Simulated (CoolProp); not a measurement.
Vapour-liquid equilibrium of carbon monoxide (1) + methane (2) at 98.7 K; x and y are mole fractions of (1).

Values from CoolProp's multi-fluid Helmholtz-energy mixture model, Lemmon 2006 and Setzmann 1991; pair parameters Kunz 2012.

```csv
x,"bubble pressure, mixture model (kPa)","bubble pressure, Raoult's law (kPa)","y, mixture model","y, Raoult's law"
0.05,57.42,53.15,0.498,0.465
0.15,115.2,99.54,0.770,0.744
0.25,172.9,145.9,0.861,0.846
0.35,227.1,192.3,0.905,0.899
0.45,275.6,238.7,0.930,0.931
0.55,318.3,285.1,0.947,0.953
0.65,356.5,331.5,0.959,0.968
0.75,392.5,377.9,0.970,0.980
0.85,429.3,424.2,0.981,0.989
0.95,470.4,470.6,0.993,0.997
```

The largest gap from Raoult's law is +18.5 % in bubble pressure, at x = 0.25. No azeotrope shows between x = 0.05 and 0.95.

Pair parameters are fitted to limited data, so mixtures are less certain than the pure fluids.
